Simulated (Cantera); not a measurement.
A freely propagating, adiabatic, planar premixed flame of CO : H2 : O2 : N2 = 1 : 0.26 : 0.45 : 1.69 (molar parts), equivalence ratio 1.4, unburnt at 375 K and 4.54 atm; mixture-averaged transport, grid criteria slope 0.08 and curve 0.16, no radiation.

Model: GRI-Mech 3.0 (53 species, 325 reactions), integrated in Cantera. The hydrogen kinetics of GRI-Mech 3.0 are dated; newer H2 mechanisms differ, most at raised pressure. Burning velocities carry a grid error of a few per cent, more on coarse grids.

Q: How do the results move with these cheaper or finer settings: unity-Lewis-number transport; multicomponent transport; multicomponent+Soret transport; grid criteria slope 0.5, curve 1; grid criteria slope 0.25, curve 0.5; grid criteria slope 0.03, curve 0.06?

A: 
```
setting                               laminar burning velocity  thermal thickness  peak x(O)  grid points  grid points
------------------------------------  ------------------------  -----------------  ---------  -----------  -----------
as above                                              111 cm/s          0.0855 mm    0.00784          111          111
unity-Lewis-number transport                         87.7 cm/s          0.0809 mm    0.00842          114          114
multicomponent transport                              110 cm/s          0.0850 mm    0.00780          111          111
multicomponent+Soret transport                        104 cm/s          0.0862 mm    0.00778          111          111
grid criteria slope 0.5, curve 1                      115 cm/s           0.101 mm    0.00797           37           37
grid criteria slope 0.25, curve 0.5                   112 cm/s          0.0914 mm    0.00804           47           47
grid criteria slope 0.03, curve 0.06                  111 cm/s          0.0833 mm    0.00779          271          271
```
The base run took about 8 core-seconds (a rough figure).
Unity Lewis numbers drop preferential diffusion, which matters most where H2 and H carry the flame; Soret adds thermal diffusion.
